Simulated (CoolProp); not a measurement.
Vapour-liquid equilibrium of n-heptane (1) + n-dodecane (2) at 48.2 kPa; x and y are mole fractions of (1).

Computed with CoolProp (multi-fluid Helmholtz-energy mixture model, Span 2003 and Lemmon 2004; pair parameters Bell 2016).

```json
[
 {"x": "0.05", "bubble temperature, mixture model (K)": "441.2", "bubble temperature, Raoult's law (K)": "437.3", "y, mixture model": "0.450", "y, Raoult's law": "0.521"},
 {"x": "0.15", "bubble temperature, mixture model (K)": "412.3", "bubble temperature, Raoult's law (K)": "408.8", "y, mixture model": "0.810", "y, Raoult's law": "0.839"},
 {"x": "0.25", "bubble temperature, mixture model (K)": "393.9", "bubble temperature, Raoult's law (K)": "392.1", "y, mixture model": "0.918", "y, Raoult's law": "0.927"},
 {"x": "0.35", "bubble temperature, mixture model (K)": "381.5", "bubble temperature, Raoult's law (K)": "380.9", "y, mixture model": "0.958", "y, Raoult's law": "0.961"},
 {"x": "0.45", "bubble temperature, mixture model (K)": "372.6", "bubble temperature, Raoult's law (K)": "372.6", "y, mixture model": "0.976", "y, Raoult's law": "0.977"},
 {"x": "0.55", "bubble temperature, mixture model (K)": "366.0", "bubble temperature, Raoult's law (K)": "366.2", "y, mixture model": "0.986", "y, Raoult's law": "0.986"},
 {"x": "0.65", "bubble temperature, mixture model (K)": "360.8", "bubble temperature, Raoult's law (K)": "361.0", "y, mixture model": "0.991", "y, Raoult's law": "0.992"},
 {"x": "0.75", "bubble temperature, mixture model (K)": "356.5", "bubble temperature, Raoult's law (K)": "356.6", "y, mixture model": "0.995", "y, Raoult's law": "0.995"},
 {"x": "0.85", "bubble temperature, mixture model (K)": "352.9", "bubble temperature, Raoult's law (K)": "352.9", "y, mixture model": "0.997", "y, Raoult's law": "0.998"},
 {"x": "0.95", "bubble temperature, mixture model (K)": "349.6", "bubble temperature, Raoult's law (K)": "349.6", "y, mixture model": "0.999", "y, Raoult's law": "0.999"}
]
```

The largest gap from Raoult's law is +3.9 K in bubble temperature, at x = 0.05. No azeotrope shows between x = 0.05 and 0.95.

The pair parameters rest on a limited set of measurements; away from them the model extrapolates. The gap from Raoult's law changes sign with composition, which may be real or a fault of the pair parameters; it wasn't checked against measurements.
